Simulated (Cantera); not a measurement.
An isothermal, constant-pressure homogeneous reactor starts with 21.3 % NO, 78.6 % N2, 0.108 % H2O, at 2098 K and 10.00 Torr.

Model: GRI-Mech 3.0 (53 species, 325 reactions), integrated in Cantera. Radical loss at walls, strong at low pressure, is not modelled.

x: mole fraction; the columns are a selection and need not sum to one.

```
t (s)        x NO      x O2    x N2O       x O   x N2     x NO2
--------  -------  --------  -------  --------  -----  --------
4.00e-5     0.213  7.44e-12  5.51e-8   5.51e-8  0.786  4.67e-12
0.000187    0.213  1.63e-10  2.56e-7   2.57e-7  0.786  1.05e-10
0.000875    0.213   3.56e-9  1.17e-6   1.20e-6  0.786   2.63e-9
0.00409     0.213   8.45e-8  4.98e-6   5.44e-6  0.786   7.89e-8
0.0191      0.212         ?  1.53e-5         ?  0.786         ?
0.0894      0.212  0.000191  1.52e-5   8.61e-5  0.786   2.68e-6
0.418       0.208   0.00204  8.93e-6  0.000539  0.788   3.59e-6
1.96        0.176    0.0174  6.85e-6   0.00163  0.804   8.45e-6
9.15       0.0510    0.0788  5.82e-7   0.00334  0.865   5.32e-6
42.8      0.00743     0.100  5.03e-8   0.00378  0.887   8.73e-7
200       0.00729     0.100  4.99e-8   0.00378  0.887   8.57e-7
```

Task: What belongs in the gaps?

Result: 
- 0.0191, x O2: 4.19e-6
- 0.0191, x O: 2.35e-5
- 0.0191, x NO2: 1.71e-6
